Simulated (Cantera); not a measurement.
An isothermal, constant-pressure homogeneous reactor starts with C2H6 : H2 = 1 : 1.5 (molar parts), at 1975 K and 0.316 atm.

Model: GRI-Mech 3.0 (53 species, 325 reactions), integrated in Cantera. GRI-Mech 3.0 stops at C3 and has no aromatics, soot or wall deposition, so with more carbon than oxygen in the feed, carbon stays in small species such as C2H2 where larger ones or solid carbon would form.

x: mole fraction; the columns are a selection and need not sum to one.

```
t (s)       x C2H6   x H2    x CH4      x H  x C2H2
--------  --------  -----  -------  -------  ------
5.00e-6     0.0554  0.530    0.186        …  0.0176
1.52e-5    0.00389  0.568    0.231        …  0.0835
4.59e-5   0.000741  0.609    0.209        …   0.131
0.000139  0.000293  0.639    0.181  0.00144   0.160
0.000422  0.000168  0.674    0.135  0.00154   0.179
0.00128    5.67e-5  0.719   0.0755        …   0.199
0.00387    1.04e-5  0.753   0.0307  0.00193   0.212
0.0117     1.26e-6  0.768   0.0102  0.00208   0.219
0.0356     1.69e-7  0.773  0.00352  0.00213   0.221
0.108      6.37e-8  0.774  0.00192  0.00214   0.221
0.327      5.89e-8  0.774  0.00182  0.00214   0.221
0.990      5.89e-8  0.774  0.00182  0.00214   0.221
3.00       5.89e-8  0.774  0.00182  0.00214   0.221
```

Task: Some entries are withheld; supply them.

Result: 
- 5.00e-6, x H: 0.00684
- 1.52e-5, x H: 0.00432
- 4.59e-5, x H: 0.00198
- 0.00128, x H: 0.00172
